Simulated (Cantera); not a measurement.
Input: 1 mol CaF2, 0.99 mol HF, 250 mol N2, held at 100000 Pa.

Equilibrium computed with Cantera from the NASA thermochemical tables; the gas is ideal and each condensed phase is pure. Candidate condensed phases: Ca, CaF2; 25 gas species. The numbers say what is thermodynamically allowed, not how fast it happens.

log p: log10 of the partial pressure in bar; n: condensed amount in mol.

```csv
T (°C),log p N2,log p HF,log p CaF2,log p F,log p H,log p H2,n CaF2(s),n CaF2(l)
1277,0.00,-2.40,…,-7.43,-8.39,-7.78,0.998,0
1327,0.00,-2.40,…,-7.17,-8.03,-7.53,0.996,0
1377,0.00,-2.40,…,-6.93,-7.70,-7.31,0.990,0
1427,0.00,-2.40,…,-6.70,-7.38,-7.10,0,0.978
1477,0.00,-2.40,…,-6.48,-7.08,-6.90,0,0.956
1527,0.00,-2.40,…,-6.27,-6.81,-6.72,0,0.913
1577,0.00,-2.40,…,-6.07,-6.55,-6.56,0,0.836
1627,0.00,-2.40,…,-5.87,-6.30,-6.41,0,0.703
```

**Question.** Complete the blanks.

**Answer.** 
- 1277, log p CaF2: -5.22
- 1327, log p CaF2: -4.80
- 1377, log p CaF2: -4.42
- 1427, log p CaF2: -4.06
- 1477, log p CaF2: -3.75
- 1527, log p CaF2: -3.46
- 1577, log p CaF2: -3.19
- 1627, log p CaF2: -2.93
